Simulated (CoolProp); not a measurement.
Values from CoolProp's reference Helmholtz-energy equation of state, Pan 2012.

Q: For R236FA, give the phase and the Joule-Thomson coefficient (K/MPa), expansivity (1/kK), fugacity coefficient at 231.8 K and 1.95 MPa.

A: 
- 231.8 K and 1.95 MPa: liquid; Joule-Thomson coefficient -0.322, expansivity 1.79, fugacity coefficient 0.00754
